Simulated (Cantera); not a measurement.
An adiabatic, constant-volume homogeneous reactor starts with CH4 : CO : O2 : N2 = 1 : 0.28 : 2.89 : 10.9 (molar parts), equivalence ratio 0.74, at 1123 K and 0.410 bar.

Detailed kinetics in Cantera: GRI-Mech 3.0 (53 species, 325 reactions).

### Question
Predict: time of steepest temperature rise; temperature at 4.00 s; equilibrium temperature; x(CO) at 4.00 s; x(O2) at 4.00 s; x(H) at 4.00 s.

### Answer
- time of steepest temperature rise: 0.288 s
- temperature at 4.00 s: 2607 K
- equilibrium temperature: 2607 K
- x(CO) at 4.00 s: 0.0191 (gas-phase equilibrium 0.0191)
- x(O2) at 4.00 s: 0.0492 (gas-phase equilibrium 0.0492)
- x(H) at 4.00 s: 0.00295 (gas-phase equilibrium 0.00295)
